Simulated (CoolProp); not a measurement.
Vapour-liquid equilibrium of R113 (1) + acetone (2) at 299.3 K; x and y are mole fractions of (1).

The numbers come from the multi-fluid Helmholtz-energy mixture model, Marx 1992 and Lemmon 2006; pair parameters Bell 2016 in CoolProp.

| x | bubble pressure, mixture model (kPa) | bubble pressure, Raoult's law (kPa) | y, mixture model | y, Raoult's law |
|---|---|---|---|---|
| 0.05 | 36.54 | 33.01 | 0.156 | 0.071 |
| 0.2 | 45.07 | 35.20 | 0.400 | 0.266 |
| 0.35 | ? | 37.40 | ? | 0.439 |
| 0.5 | 51.74 | 39.59 | ? | 0.592 |
| 0.65 | ? | 41.78 | 0.666 | 0.730 |
| 0.8 | 52.17 | 43.97 | 0.756 | 0.853 |
| 0.95 | ? | 46.17 | ? | 0.965 |

Problem. Fill in the missing entries.

Solution. 
- 0.35, bubble pressure, mixture model (kPa): 49.51
- 0.35, y, mixture model: 0.518
- 0.5, y, mixture model: 0.596
- 0.65, bubble pressure, mixture model (kPa): 52.64
- 0.95, bubble pressure, mixture model (kPa): 49.06
- 0.95, y, mixture model: 0.912

The largest gap from Raoult's law is +32.4 % in bubble pressure, at x = 0.35. y crosses x between x = 0.65 and 0.8: the model has an azeotrope there.

Pair parameters are fitted to limited data, so mixtures are less certain than the pure fluids.
